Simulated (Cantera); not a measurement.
# Ignition delay

Mixture: CH₄ : O₂ : N₂ = 1 : 1.33 : 5.87 (molar parts), equivalence ratio 1.5, at 1.00 bar, adiabatic and at constant volume. Ignition delay is the time to a rise of 400 K.

Detailed kinetics in Cantera: GRI-Mech 3.0 (53 species, 325 reactions).

```json
[
 {"T0 (K)": "1200", "delay (ms)": "62.7"},
 {"T0 (K)": "1275", "delay (ms)": "22.2"},
 {"T0 (K)": "1350", "delay (ms)": "8.40"},
 {"T0 (K)": "1425", "delay (ms)": "3.41"},
 {"T0 (K)": "1500", "delay (ms)": "1.49"},
 {"T0 (K)": "1575", "delay (ms)": "0.704"},
 {"T0 (K)": "1650", "delay (ms)": "0.363"}
]
```

apparent activation energy between 1500 and 1650 K: 190 kJ/mol
